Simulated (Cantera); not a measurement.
Hydrocarbon pyrolysis for carbon deposition

A perfectly stirred reactor is fed with CH4 : N2 = 1 : 7.3 (molar parts), at 0.450 bar; it is held at 1925 K, and followed from long to short residence time.

Cantera simulation using GRI-Mech 3.0 (53 species, 325 reactions); the numbers are that mechanism's predictions, not measurements. GRI-Mech 3.0 stops at C3 and has no aromatics, soot or wall deposition, so with more carbon than oxygen in the feed, carbon stays in small species such as C2H2 where larger ones or solid carbon would form.

```
τ (s)       x CH4       x H     x CH3     x HCN    x H2    x CH2
-------  --------  --------  --------  --------  ------  -------
6.7      0.000763  0.000567   5.38e-5   0.00107   0.160  2.33e-7
2.4       0.00127  0.000559   8.87e-5  0.000622   0.159  3.78e-7
0.83      0.00219  0.000545  0.000150  0.000343   0.158  6.22e-7
0.29      0.00379  0.000523  0.000252  0.000181   0.156  1.00e-6
0.10      0.00670  0.000490  0.000425   8.96e-5   0.152  1.57e-6
0.037      0.0115  0.000446  0.000687   4.37e-5   0.145  2.31e-6
0.013      0.0200  0.000386   0.00112   1.95e-5   0.133  3.31e-6
0.0046     0.0338  0.000313   0.00174   7.97e-6   0.113  4.47e-6
0.0016     0.0544  0.000226   0.00255   2.70e-6  0.0839  5.59e-6
0.00057    0.0800  0.000131   0.00327   6.47e-7  0.0475  5.99e-6
```
x: mole fraction; the columns are a selection and need not sum to one.
